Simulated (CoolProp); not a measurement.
Model: reference Helmholtz-energy equation of state, Zhou 2012, in CoolProp.

Problem. Give the vapour pressure (MPa), enthalpy of vaporisation (kJ/kg), surface tension (mN/m) of saturated ethylbenzene at 322.9 K.

Solution. 
```tsv
T (K)	p (MPa)	enthalpy of vaporisation (kJ/kg)	surface tension (mN/m)
322.9	0.00464	384	25.8
```

Surface tension comes from a separate correlation (Mulero 2014).
